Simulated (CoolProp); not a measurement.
R123 at 314.67 K and 3.81 MPa flows at 0.78 m/s in a round tube of 6 mm bore and 15 µm roughness, fully developed (64/Re and Nu = 3.66 if laminar; Colebrook and Gnielinski if turbulent). Each further row changes one setting.

Values from CoolProp's reference Helmholtz-energy equation of state, Younglove 1994. It is a modified Benedict-Webb-Rubin equation, recast in Helmholtz form.

```tsv
case	Reynolds number	Darcy friction factor	pressure drop (Pa/m)	heat-transfer coefficient (W/(m² K))	mass flow (kg/h)
as stated	18400	0.0310	___	1650	114
velocity 1.56 m/s	36700	0.0284	___	3200	228
diameter 12 mm	36700	___	___	1490	455
```

Question: Some entries are withheld; supply them.

Answer: 
- as stated, pressure drop (Pa/m): 2250
- velocity 1.56 m/s, pressure drop (Pa/m): 8260
- diameter 12 mm, Darcy friction factor: 0.0257
- diameter 12 mm, pressure drop (Pa/m): 935

Viscosity comes from a separate model (Tanaka 1996). Thermal conductivity comes from a separate model (Laesecke 1996).
